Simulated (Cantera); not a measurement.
A Cantera script and its output.

```python
import numpy as np
import cantera as ct

gas = ct.Solution("gri30.yaml")
gas.TPX = 450, 101325, {'C2H4': 1, 'O2': 3.37, 'N2': 14.2, 'H2O': 1.2}
flame = ct.FreeFlame(gas, width=0.04)
flame.set_refine_criteria(ratio=3, slope=0.08, curve=0.16)
flame.transport_model = "mixture-averaged"
flame.solve(loglevel=0, auto=True)
flame.transport_model = "multicomponent"
flame.soret_enabled = True
flame.solve(loglevel=0, refine_grid=True)
z, T = flame.grid, flame.T
thick = (T[-1] - T[0]) / np.gradient(T, z).max()
show = ['C2H4', 'O2', 'H2O', 'C2H2', 'H2O2', 'CO']
print(f"laminar burning velocity  {flame.velocity[0] * 100:.3f} cm/s")
print(f"burnt temperature         {T[-1]:.1f} K")
print(f"thermal thickness         {thick * 1e3:.4f} mm")
print(f"grid points               {len(z)}")
z0 = z[flame.heat_release_rate.argmax()]
print(f"{'z/mm':>9s}{'T/K':>9s}{'u/(m/s)':>9s}" + "".join(f"{s:>11s}" for s in show))
rows = []
for k in (-3, -2, -1.5, -1, -0.5, -0.25, 0, 0.25, 0.5, 1, 2, 4, 8):
    zz = z0 + k * thick
    rows.append([k * thick, np.interp(zz, z, T), np.interp(zz, z, flame.velocity),
                 *(np.interp(zz, z, flame.X[gas.species_index(s)]) for s in show)])
    print(f"{rows[-1][0] * 1e3:9.3f}{rows[-1][1]:9.1f}{rows[-1][2]:9.3f}" + "".join(f"{x:11.3e}" for x in rows[-1][3:]))
```

Result:

```
laminar burning velocity  101.984 cm/s
burnt temperature         2178.2 K
thermal thickness         0.3228 mm
grid points               152
     z/mm      T/K  u/(m/s)       C2H4         O2        H2O       C2H2       H2O2         CO
   -0.968    450.0    1.020  5.057e-02  1.704e-01  6.069e-02  2.670e-09  1.625e-08  7.398e-07
   -0.646    450.4    1.021  5.056e-02  1.704e-01  6.069e-02  6.054e-08  2.740e-07  1.247e-05
   -0.484    452.3    1.026  5.052e-02  1.702e-01  6.076e-02  4.271e-07  1.574e-06  7.197e-05
   -0.323    469.4    1.067  5.029e-02  1.691e-01  6.164e-02  5.570e-06  1.403e-05  6.790e-04
   -0.161    705.2    1.618  4.378e-02  1.523e-01  7.513e-02  1.521e-04  1.237e-04  1.088e-02
   -0.081   1090.3    2.535  2.705e-02  1.193e-01  9.902e-02  5.761e-04  1.319e-04  3.128e-02
    0.000   1470.5    3.465  7.693e-03  8.062e-02  1.245e-01  1.038e-03  1.257e-05  5.353e-02
    0.081   1665.2    3.937  6.803e-04  5.589e-02  1.377e-01  3.353e-04  7.888e-07  5.755e-02
    0.161   1733.8    4.085  2.327e-05  4.487e-02  1.410e-01  2.192e-05  6.168e-07  4.862e-02
    0.323   1806.0    4.222  1.947e-08  3.670e-02  1.409e-01  3.441e-08  4.945e-07  3.355e-02
    0.646   1893.3    4.393  2.175e-13  3.143e-02  1.423e-01  7.478e-13  3.409e-07  2.270e-02
    1.291   1982.5    4.574  5.251e-16  2.786e-02  1.470e-01  9.987e-16  2.235e-07  1.742e-02
    2.583   2060.5    4.729 -2.255e-16  2.482e-02  1.519e-01 -4.150e-16  1.487e-07  1.299e-02
```

Cantera simulation using GRI-Mech 3.0 (53 species, 325 reactions); the numbers are that mechanism's predictions, not measurements. GRI-Mech 3.0 was tuned for natural gas; its chemistry of ethylene as a main component is partial and can be far from experiment. Burning velocities carry a grid error of a few per cent, more on coarse grids.
